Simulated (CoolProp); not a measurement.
Vapour-liquid equilibrium of cis-2-butene (1) + ethanol (2) at 126.75 °C; x and y are mole fractions of (1).

The numbers come from the multi-fluid Helmholtz-energy mixture model, Lemmon 2005 and Schroeder 2014; pair parameters Bell 2016 in CoolProp.

### Question
Give the bubble pressure and the first vapour's composition at x = 0.15, 0.35, 0.85. Is there an azeotrope?

### Answer
x = 0.15: 1224 kPa, y = 0.587; x = 0.35: 1769 kPa, y = 0.735; x = 0.85: 2263 kPa, y = 0.888. No azeotrope shows between x = 0.05 and 0.95.

Pair parameters are fitted to limited data, so mixtures are less certain than the pure fluids. With so large a gap from Raoult's law the liquid may split in two, which this calculation doesn't test in full.
